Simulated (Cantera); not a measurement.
Mixture: 44.5 % H₂, 11.1 % O₂, 41.8 % N₂, 2.54 % H₂O, at 1.01 bar, adiabatic and at constant pressure. Ignition delay is the time to a rise of 400 K.

Model: the H2/O2 subset of GRI-Mech 3.0, which has no nitrogen chemistry, integrated in Cantera. Where the delays flatten at high temperature, the 400 K rule measures the pace of heat release, not the induction time.

Q: Predict: delay at 1125 K; delay at 1275 K; delay at 1425 K; delay at 1575 K.

A: 
```json
{
 "delay at 1125 K": "90.3 µs",
 "delay at 1275 K": "37.7 µs",
 "delay at 1425 K": "22.9 µs",
 "delay at 1575 K": "17.8 µs"
}
```
